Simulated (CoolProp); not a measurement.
Vapour-liquid equilibrium of benzene (1) + m-xylene (2) at 91.35 °C; x and y are mole fractions of (1).

Values from CoolProp's multi-fluid Helmholtz-energy mixture model, Thol 2012 and Zhou 2012; pair parameters Bell 2016.

| x | bubble pressure, mixture model (kPa) | bubble pressure, Raoult's law (kPa) | y, mixture model | y, Raoult's law |
|---|---|---|---|---|
| 0.05 | 29.13 | 28.99 | 0.245 | 0.244 |
| 0.15 | 41.00 | 40.85 | 0.516 | 0.520 |
| 0.25 | 52.67 | 52.70 | 0.664 | 0.672 |
| 0.35 | 64.26 | 64.56 | 0.759 | 0.768 |
| 0.45 | 75.86 | 76.41 | 0.825 | 0.834 |
| 0.55 | 87.54 | 88.27 | 0.875 | 0.882 |
| 0.65 | 99.34 | 100.1 | 0.914 | 0.919 |
| 0.75 | 111.3 | 112.0 | 0.944 | 0.949 |
| 0.85 | 123.3 | 123.8 | 0.970 | 0.972 |
| 0.95 | 135.5 | 135.7 | 0.991 | 0.992 |

The largest gap from Raoult's law is -0.8 % in bubble pressure, at x = 0.55. No azeotrope shows between x = 0.05 and 0.95.

The pair parameters rest on a limited set of measurements; away from them the model extrapolates. The gap from Raoult's law changes sign with composition, which may be real or a fault of the pair parameters; it wasn't checked against measurements.
